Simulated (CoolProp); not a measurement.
Vapour-liquid equilibrium of isohexane (1) + benzene (2) at 0.246 bar; x and y are mole fractions of (1).

Computed with CoolProp (multi-fluid Helmholtz-energy mixture model, Lemmon 2006 and Thol 2012; pair parameters Bell 2016).

```csv
x,bubble temperature (°C),y at the bubble point,dew temperature at overall composition x (°C),liquid density (mol/L)
0.05,36.8,0.172,39.3,10.77
0.125,33.3,0.334,37.8,10.46
0.2,?,0.438,36.2,10.15
0.275,29.2,0.513,34.6,?
0.35,27.9,0.573,32.9,9.559
0.425,?,0.624,31.2,9.285
0.5,25.9,0.671,?,9.023
0.575,25.1,0.717,27.8,8.773
0.65,?,?,26.3,8.535
0.725,23.7,0.809,24.9,8.309
0.8,23.1,0.858,23.8,8.092
0.875,22.5,0.910,22.9,7.886
0.95,22.0,0.963,22.2,7.688
```

**Question.** What belongs in the gaps?

**Answer.** 
- 0.2, bubble temperature (°C): 30.9
- 0.275, liquid density (mol/L): 9.847
- 0.425, bubble temperature (°C): 26.8
- 0.5, dew temperature at overall composition x (°C): 29.5
- 0.65, bubble temperature (°C): 24.3
- 0.65, y at the bubble point: 0.762

No azeotrope shows between x = 0.05 and 0.95.

Pair parameters are fitted to limited data, so mixtures are less certain than the pure fluids.
